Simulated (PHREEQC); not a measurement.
A solution holds 38 mmol/kgw HF, 7.9 mmol/kgw NaF, 94 mmol/kgw (NH4)2SiF6 and 8 mmol/kgw HCl, at 53 °C. Closed to the air; pH follows from the charge balance.

The numbers come from PHREEQC with the ion-association model, wateq4f.dat.

Question: The ionic strength comes out as 0.296 mol/kgw. What activity coefficients do Cl-, H+, Na+, F-, SiF6-2 get?

Answer: Cl- 0.67, H+ 0.77, Na+ 0.71, F- 0.66, SiF6-2 0.24.

Precipitation was switched off in this run. Constants without temperature data keep their 25 °C values here. SiF6-2 is the database's only silicon fluoride.
